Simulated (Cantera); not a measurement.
What does this Cantera script print?

```python
import numpy as np
import cantera as ct

gas_names = """
    CL CL2 H HCL H2 Si SiCL SiCL2 SiCL3 SiCL4 SiH SiHCL3 SiH2 SiH2CL2 SiH3 SiH3CL SiH4 Si2 Si3
""".split()
cond_names = """
    Si(cr) Si(L)
""".split()


# ... load() reads the species with a 1 bar reference pressure and builds the phases ...
atoms = {
    'Si': {'Si': 1},
    'Cl2': {'CL': 2},
    'H2': {'H': 2},
}
top_T = {}  # K; cautious upper limits of use, not melting points


# ... equilibrate(T, P, feed) seeds the gas with the atoms and calls Mixture.equilibrate('TP', solver="vcs", rtol=1e-11, max_steps=5000) ...
results = []
T = 698  # K
P = 10000  # Pa
for m in [0.31, 0.59, 1.1, 2.2, 4.1, 7.9, 15]:
    feed = {'Si': 1, 'Cl2': 1.3, 'H2': m}  # mol
    mix = equilibrate(T, P, feed)
    results.append((T, P, feed, dict(zip(mix.species_names, mix.species_moles))))

top = {s: max(r[3][s] / sum(r[3][g] for g in gas_names) for r in results) for s in gas_names}
cols = sorted((s for s in top if top[s] > 0.0001), key=lambda s: -top[s])[:9]
seen = [c for c in cond_names if any(r[3].get(c, 0) > 1e-12 for r in results)]
print("log10 of partial pressures in bar; condensed amounts in mol")
print(f"{'n(H2)':>10s}" + "".join(f"{s[:9]:>10s}" for s in cols + seen))
for T, P, feed, n in results:
    ng = sum(n[g] for g in gas_names)
    print(f"{feed['H2']:10.4g}" + "".join(f"{np.log10(max(n[s] / ng * P / 1e5, 1e-99)):10.3f}" for s in cols)
          + "".join(f"{n.get(c, 0):10.4g}" for c in seen))
```

Result:

```
log10 of partial pressures in bar; condensed amounts in mol
     n(H2)        H2     SiCL4    SiHCL3   SiH2CL2       HCL    Si(cr)
      0.31    -1.539    -1.200    -2.099    -4.182    -4.345    0.3311
      0.59    -1.352    -1.324    -2.098    -4.057    -4.282    0.3254
       1.1    -1.219    -1.488    -2.155    -4.006    -4.257    0.3193
       2.2    -1.122    -1.719    -2.280    -4.024    -4.266    0.3121
       4.1    -1.070    -1.959    -2.433    -4.092    -4.299    0.3053
       7.9    -1.038    -2.235    -2.624    -4.198    -4.352    0.2978
        15    -1.020    -2.519    -2.829    -4.323    -4.415      0.29
```

Equilibrium computed with Cantera from the NASA thermochemical tables; the gas is ideal and each condensed phase is pure. The tables' values for SiCl3 are old estimates; treat these amounts as uncertain.
